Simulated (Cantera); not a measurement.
Abatement and gas-phase synthesis: PH3 + H2O + O2

A closed system holds: 1 mol PH3, 0.052 mol H2O, 3.4 mol O2, at 133 Pa.

Equilibrium computed with Cantera from the NASA thermochemical tables; the gas is ideal and each condensed phase is pure. Candidate condensed phases: H2O, P, P4O10; 17 gas species. Gases not in the tables: HPO2, HPO3 and P4O6. Equilibrium is a limit: real reactors are often held back by kinetics, nucleation or transport.

From 2850 K to 3300 K nothing is condensed.

| T (K) | x O | x H | x PO | x O2 | x OH | x PO2 | x P | x H2 |
|---|---|---|---|---|---|---|---|---|
| 2850 | 0.475 | 0.293 | 0.0879 | 0.0692 | 0.0314 | 0.0261 | 0.00117 | 0.0121 |
| 2900 | 0.501 | 0.299 | 0.0904 | 0.0531 | 0.0243 | 0.0192 | 0.00178 | 0.00899 |
| 2950 | 0.523 | 0.302 | 0.0919 | 0.0403 | 0.0187 | 0.0139 | 0.00266 | 0.00666 |
| 3000 | 0.540 | 0.304 | 0.0922 | 0.0303 | 0.0143 | 0.00999 | 0.00392 | 0.00494 |
| 3050 | 0.553 | 0.305 | 0.0916 | 0.0227 | 0.0109 | 0.00713 | 0.00567 | 0.00368 |
| 3100 | 0.563 | 0.305 | 0.0899 | 0.0170 | 0.00838 | 0.00506 | 0.00806 | 0.00275 |
| 3150 | 0.572 | 0.305 | 0.0870 | 0.0127 | 0.00644 | 0.00357 | 0.0112 | 0.00207 |
| 3200 | 0.578 | 0.305 | 0.0830 | 0.00961 | 0.00496 | 0.00250 | 0.0152 | 0.00157 |
| 3250 | 0.584 | 0.304 | 0.0779 | 0.00728 | 0.00385 | 0.00173 | 0.0202 | 0.00119 |
| 3300 | 0.589 | 0.302 | 0.0717 | 0.00556 | 0.00300 | 0.00119 | 0.0259 | 0.000912 |
x: gas mole fraction; nothing condenses.
